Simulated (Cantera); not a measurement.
Input: 1 mol Ni, 0.26 mol H2S, 240 mol N2, 0.44 mol NH3, at 773 K and 25.0 Pa.

Equilibrium computed with Cantera from the NASA thermochemical tables; the gas is ideal and each condensed phase is pure. Candidate condensed phases: Ni, NiS, NiS2, Ni3S2, Ni3S4, S; 17 gas species. Kinetics and transport are ignored.

Base state: N2 0.996, H2 0.00381 (mole fractions); condensed: Ni(s) + Ni3S2(s).

**Question.** What changes in the equilibrium state with this change: H2S from 0.26 to 0.047 mol?

**Answer.** 
```tsv
species	before	after
N2	0.996	0.997
H2	0.00381	0.00293
Ni(s), mol	0.611	0.930
Ni3S2(s), mol	0.130	0.0234
```
